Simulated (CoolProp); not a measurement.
CH2F2 (R32) at 286.92 K and 0.461 MPa is throttled through a valve to 0.294 MPa with no heat exchange. Each further row changes one setting.

Values from CoolProp's reference Helmholtz-energy equation of state, Tillner-Roth 1997.

```json
[
 {"case": "as stated", "temperature change (K)": "-4.9", "final density (kg/m³)": "(withheld)"},
 {"case": "outlet pressure 0.0882 MPa", "temperature change (K)": "-11.5", "final density (kg/m³)": "(withheld)"},
 {"case": "outlet pressure 0.382 MPa", "temperature change (K)": "-2.3", "final density (kg/m³)": "(withheld)"}
]
```

**Question.** Fill in the missing entries.

**Answer.** 
- as stated, final density (kg/m³): 6.83
- outlet pressure 0.0882 MPa, final density (kg/m³): 2.03
- outlet pressure 0.382 MPa, final density (kg/m³): 8.91
